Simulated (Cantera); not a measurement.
A closed system holds: 1 mol Si, 4.5 mol NH₃, 8.2 mol N₂, at 1775 K and 0.100 bar.

Method: chemical equilibrium by Gibbs-energy minimisation in Cantera with the NASA 1993 tables (ideal gas, pure condensed phases). Candidate condensed phases: Si, Si₃N₄; 18 gas species. Rates play no part.

Base state: N₂ 0.592, H₂ 0.408, H 0.000585 (mole fractions); condensed: Si₃N₄(s).

### Question
What changes in the equilibrium state with this change: temperature from 1775 K to 1948.15 K?

### Answer
```json
[
 {"species": "N₂", "before": "0.592", "after": "0.607"},
 {"species": "H₂", "before": "0.408", "after": "0.391"},
 {"species": "H", "before": "0.000585", "after": "0.00224"},
 {"species": "Si", "before": "4.68e-6", "after": "0.000233"},
 {"species": "Si₂N", "before": "1.91e-7", "after": "2.34e-5"},
 {"species": "SiN", "before": "5.43e-7", "after": "1.69e-5"},
 {"species": "SiH", "before": "1.16e-6", "after": "3.54e-5"},
 {"species": "Si₃N₄(s), mol", "before": "0.333", "after": "0"},
 {"species": "Si(l), mol", "before": "0", "after": "0.994"}
]
```
The tables' values for SiN are old estimates; treat these amounts as uncertain. Gases not in the tables: Si₂H₆ and higher silanes.
